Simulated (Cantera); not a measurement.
A Cantera script and what it prints.

```python
import numpy as np
import cantera as ct

gas_names = """
    C CH CH2 CH3 CH2OH CH3O CH4 CH3OH CO CO2 COOH C2 C2H CHCO,ketyl C2H2,acetylene C2H2,vinylidene
    CH2CO,ketene C2H3,vinyl CH3CO,acetyl C2H4 C2H4O,ethylen CH3CHO,ethanal CH3COOH (HCOOH)2 C2H5 C2H6
    CH3OCH3 C2H5OH C2O C3 C3H3,propargyl C3H4,allene C3H4,propyne C3H4,cyclo- C3H5,allyl C3H6,propylene
    C3H6,cyclo- C3H6O C3H7,n-propyl C3H7,i-propyl C3H8 C3H8O,1propanol C3H8O,2propanol C3O2 C4 C4H2
    C4H4,1,3-cyclo- C4H6,butadiene C4H6,2-butyne C4H6,cyclo- C4H8,1-butene C4H8,cis2-buten
    C4H8,tr2-butene C4H8,isobutene C4H8,cyclo- (CH3COOH)2 C4H9,n-butyl C4H9,i-butyl C4H9,s-butyl
    C4H9,t-butyl C4H10,isobutane C4H10,n-butane C5 C5H6,1,3cyclo- C5H8,cyclo- C5H10,1-pentene
    C5H10,cyclo- C5H11,pentyl C5H11,t-pentyl C5H12,n-pentane C5H12,i-pentane CH3C(CH3)2CH3 C6H2
    C6H5,phenyl C6H5O,phenoxy C6H6 C6H5OH,phenol C6H10,cyclo- C6H12,1-hexene C6H12,cyclo- C6H13,n-hexyl
    C7H7,benzyl C7H8 C7H8O,cresol C7H14,1-heptene C7H15,n-heptyl C7H16,n-heptane C8H8,styrene
    C8H10,ethylbenz C8H16,1-octene C8H17,n-octyl C8H18,isooctane C8H18,n-octane C9H19,n-nonyl
    C10H8,naphthale C10H21,n-decyl C12H9,o-bipheny C12H10,bipheny H HCO HO2 H2 HCHO,formaldehy HCOOH H2O
    H2O2 Mg MgH MgO MgOH MgO2H2 Mg2 O OH O2 O3
""".split()
cond_names = """
    C(gr) C6H6(L) C7H8(L) C8H18(L),n-octa H2O(s) H2O(L) Mg(cr) Mg(L) MgCO3(s) MgO(s) MgO(L) MgO2H2(s)
""".split()


def load(file, names, dense=False):
    # The tables refer to 1 bar. Condensed volumes are neglected.
    table = {s.name: s for s in ct.Species.list_from_file(file)}
    out = []
    for n in names:
        d = dict(table[n].input_data)
        d["thermo"] = dict(d["thermo"], **{"reference-pressure": 1e5})
        if dense:
            d["equation-of-state"] = {"model": "constant-volume", "density": "1e6 g/cm^3"}
        out.append(ct.Species.from_dict(d))
    return out


gas = ct.Solution(thermo="ideal-gas", species=load("nasa_gas.yaml", gas_names))
cond = {s.name: ct.Solution(thermo="fixed-stoichiometry", species=[s], name=s.name)
        for s in load("nasa_condensed.yaml", cond_names, dense=True)}
atoms = {
    'Mg(OH)2': {'Mg': 1, 'O': 2, 'H': 2},
    'CO2': {'C': 1, 'O': 2},
}
top_T = {'C(gr)': 4500}  # K; cautious upper limits of use, not melting points


def equilibrate(T, P, feed):
    n = {}
    for name, mol in feed.items():
        for a, k in atoms[name].items():
            n[a] = n.get(a, 0.0) + k * mol
    gas.TPX = T, P, n
    mass = sum(n.values()) * gas.mean_molecular_weight
    gas.equilibrate("TP")
    valid = [c for c in cond.values() if c.min_temp <= T <= top_T.get(c.name, c.max_temp)]
    mix = ct.Mixture([(gas, mass / gas.mean_molecular_weight)] + [(c, 0.0) for c in valid])
    mix.T, mix.P = T, P
    mix.equilibrate("TP", solver="vcs", rtol=1e-11, max_steps=5000)
    return mix


results = []
feed = {'Mg(OH)2': 1, 'CO2': 1.2}  # mol
P = 65000  # Pa
for T in [1550, 1600, 1650, 1700, 1750, 1800, 1850, 1900, 1950, 2000, 2050, 2100, 2150]:
    mix = equilibrate(T, P, feed)
    results.append((T, P, feed, dict(zip(mix.species_names, mix.species_moles))))

top = {s: max(r[3][s] / sum(r[3][g] for g in gas_names) for r in results) for s in gas_names}
cols = sorted((s for s in top if top[s] > 1e-06), key=lambda s: -top[s])[:6]
seen = [c for c in cond_names if any(r[3].get(c, 0) > 1e-12 for r in results)]
print("log10 of partial pressures in bar; condensed amounts in mol")
print(f"{'T/K':>10s}" + "".join(f"{s[:9]:>10s}" for s in cols + seen))
for T, P, feed, n in results:
    ng = sum(n[g] for g in gas_names)
    print(f"{T:10.4g}" + "".join(f"{np.log10(max(n[s] / ng * P / 1e5, 1e-99)):10.3f}" for s in cols)
          + "".join(f"{n.get(c, 0):10.4g}" for c in seen))
```

Result:

```
log10 of partial pressures in bar; condensed amounts in mol
       T/K       CO2       H2O        CO        O2        OH        H2    MgO(s)
      1550    -0.451    -0.530    -3.561    -3.770    -4.462    -4.087         1
      1600    -0.451    -0.530    -3.362    -3.579    -4.242    -3.919         1
      1650    -0.451    -0.530    -3.175    -3.400    -4.037    -3.760         1
      1700    -0.452    -0.530    -3.000    -3.231    -3.843    -3.612         1
      1750    -0.453    -0.531    -2.835    -3.073    -3.660    -3.471         1
      1800    -0.454    -0.531    -2.679    -2.923    -3.488    -3.339         1
      1850    -0.455    -0.532    -2.533    -2.781    -3.326    -3.213         1
      1900    -0.457    -0.533    -2.394    -2.648    -3.172    -3.094         1
      1950    -0.459    -0.534    -2.263    -2.522    -3.026    -2.981         1
      2000    -0.462    -0.536    -2.140    -2.402    -2.888    -2.874         1
      2050    -0.466    -0.538    -2.023    -2.290    -2.757    -2.772    0.9999
      2100    -0.471    -0.540    -1.913    -2.183    -2.633    -2.676    0.9999
      2150    -0.477    -0.543    -1.809    -2.082    -2.515    -2.583    0.9999
```

Cantera equilibrium calculation (NASA polynomials, part measured and part estimated; ideal gas, pure solids and liquids).
